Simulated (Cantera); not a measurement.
An isothermal, constant-pressure homogeneous reactor starts with H2 : O2 : N2 = 1.6 : 1 : 13 (molar parts), at 1423 K and 1.00 bar.

Model: the H2/O2 subset of GRI-Mech 3.0, which has no nitrogen chemistry, integrated in Cantera. The temperature is held fixed by assumption; the heat of reaction is taken as removed at once.

x: mole fraction; the columns are a selection and need not sum to one.

| t (s) | x H2 | x O2 | x OH | x H | x HO2 | x H2O2 | x O |
|---|---|---|---|---|---|---|---|
| 0.000500 | 0.00179 | 0.0141 | 0.00107 | 0.000752 | 6.31e-6 | 7.62e-7 | 0.000452 |
| 0.00169 | … | 0.0135 | … | … | … | … | … |
| 0.00574 | 2.07e-5 | 0.0135 | 0.000114 | 9.23e-7 | 2.74e-7 | 3.68e-8 | 5.00e-6 |
| 0.0195 | … | 0.0135 | … | … | … | … | … |
| 0.0660 | 9.93e-7 | 0.0135 | 2.64e-5 | 1.10e-8 | 1.83e-8 | 2.65e-9 | 2.67e-7 |
| 0.224 | 6.10e-7 | 0.0135 | 2.05e-5 | 5.33e-9 | 1.45e-8 | 1.66e-9 | 1.61e-7 |
| 0.758 | 5.98e-7 | 0.0135 | 2.03e-5 | 5.17e-9 | 1.44e-8 | 1.63e-9 | 1.58e-7 |
| 2.57 | 5.98e-7 | 0.0135 | 2.03e-5 | 5.17e-9 | 1.44e-8 | 1.63e-9 | 1.58e-7 |
| 8.71 | 5.98e-7 | 0.0135 | 2.03e-5 | 5.17e-9 | 1.44e-8 | 1.63e-9 | 1.58e-7 |
| 29.5 | 5.98e-7 | 0.0135 | 2.03e-5 | 5.17e-9 | 1.44e-8 | 1.63e-9 | 1.58e-7 |
| 100 | 5.98e-7 | 0.0135 | 2.03e-5 | 5.17e-9 | 1.44e-8 | 1.63e-9 | 1.58e-7 |

Q: Complete the blanks.

A: 
- 0.00169, x H2: 0.000194
- 0.00169, x OH: 0.000334
- 0.00169, x H: 2.47e-5
- 0.00169, x HO2: 1.92e-6
- 0.00169, x H2O2: 1.92e-7
- 0.00169, x O: 4.40e-5
- 0.0195, x H2: 3.50e-6
- 0.0195, x OH: 4.90e-5
- 0.0195, x H: 7.01e-8
- 0.0195, x HO2: 5.00e-8
- 0.0195, x H2O2: 8.32e-9
- 0.0195, x O: 9.19e-7
